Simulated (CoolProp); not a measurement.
Vapour-liquid equilibrium of isopentane (1) + R365MFC (2) at 380.1 K; x and y are mole fractions of (1).

Values from CoolProp's multi-fluid Helmholtz-energy mixture model, Lemmon 2006 and Lemmon 2016; pair parameters Bell 2016.

**Question.** Give the bubble pressure and the first vapour's composition at x = 0.5, 0.575, 0.65. Is there an azeotrope?

**Answer.** x = 0.5: 1.011 MPa, y = 0.546; x = 0.575: 1.018 MPa, y = 0.588; x = 0.65: 1.017 MPa, y = 0.631. y crosses x between x = 0.575 and 0.65: the model has an azeotrope there.

Pair parameters are fitted to limited data, so mixtures are less certain than the pure fluids.
